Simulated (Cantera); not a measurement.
**Adiabatic ignition**

An adiabatic, constant-volume homogeneous reactor starts with 27.8 % H₂, 10.0 % O₂, 62.2 % N₂, equivalence ratio 1.4, at 950 K and 10.0 bar.

Cantera simulation using GRI-Mech 3.0 (53 species, 325 reactions); the numbers are that mechanism's predictions, not measurements. The hydrogen kinetics of GRI-Mech 3.0 are dated; newer H2 mechanisms differ, most at raised pressure.

| t (s) | T (K) | P (bar) | x H₂ | x O₂ | x H₂O₂ | x NO | x HO₂ | x OH | x H₂O |
|---|---|---|---|---|---|---|---|---|---|
| 6.00e-6 | 950 | 10.0 | 0.278 | 0.100 | 2.05e-12 | <1e-12 | 5.95e-10 | <1e-12 | 2.63e-11 |
| 1.26e-5 | 950 | 10.0 | 0.278 | 0.100 | 9.01e-12 | <1e-12 | 1.26e-9 | <1e-12 | 5.70e-11 |
| 2.66e-5 | 950 | 10.0 | 0.278 | 0.100 | 3.98e-11 | <1e-12 | 2.66e-9 | <1e-12 | 1.23e-10 |
| 5.59e-5 | 950 | 10.0 | 0.278 | 0.100 | 1.75e-10 | <1e-12 | 5.61e-9 | <1e-12 | 2.71e-10 |
| 0.000118 | 950 | 10.0 | 0.278 | 0.100 | 7.76e-10 | <1e-12 | 1.19e-8 | <1e-12 | 6.23e-10 |
| 0.000247 | 950 | 10.0 | 0.278 | 0.100 | 3.43e-9 | <1e-12 | 2.53e-8 | <1e-12 | 1.60e-9 |
| 0.000521 | 950 | 10.0 | 0.278 | 0.1000 | 1.52e-8 | <1e-12 | 5.49e-8 | <1e-12 | 5.25e-9 |
| 0.00110 | 950 | 10.0 | 0.278 | 0.1000 | 6.87e-8 | <1e-12 | 1.28e-7 | 1.41e-12 | 2.51e-8 |
| 0.00230 | 950 | 10.0 | 0.278 | 0.1000 | 3.50e-7 | <1e-12 | 3.79e-7 | 5.92e-12 | 1.80e-7 |
| 0.00485 | 950 | 10.0 | 0.278 | 0.1000 | 2.73e-6 | <1e-12 | 1.81e-6 | 4.24e-11 | 2.12e-6 |
| 0.0102 | 951 | 10.0 | 0.278 | 0.0999 | 3.11e-5 | <1e-12 | 7.83e-6 | 4.59e-10 | 4.39e-5 |
| 0.0215 | 962 | 10.1 | 0.277 | 0.0993 | 0.000277 | <1e-12 | 2.66e-5 | 5.37e-9 | 0.000996 |
| 0.0452 | 2701 | 25.7 | 0.0862 | 5.47e-5 | 8.63e-8 | 0.000483 | 1.58e-7 | 0.00217 | 0.219 |
| 0.0951 | 2701 | 25.7 | 0.0862 | 5.47e-5 | 8.63e-8 | 0.000483 | 1.58e-7 | 0.00217 | 0.219 |
| 0.200 | 2701 | 25.7 | 0.0862 | 5.47e-5 | 8.63e-8 | 0.000483 | 1.58e-7 | 0.00217 | 0.219 |
x: mole fraction; the columns are a selection and need not sum to one.

The time of steepest temperature rise is 29.3 ms and the temperature at 0.200 s is 2701 K. The equilibrium temperature is 2701 K and the x(H₂) at 0.200 s comes out as 0.0862 (gas-phase equilibrium 0.0862). The x(O₂) at 0.200 s is 5.47e-5 (gas-phase equilibrium 5.47e-5). The x(H₂O₂) at 0.200 s comes out as 8.63e-8 (gas-phase equilibrium 8.63e-8).
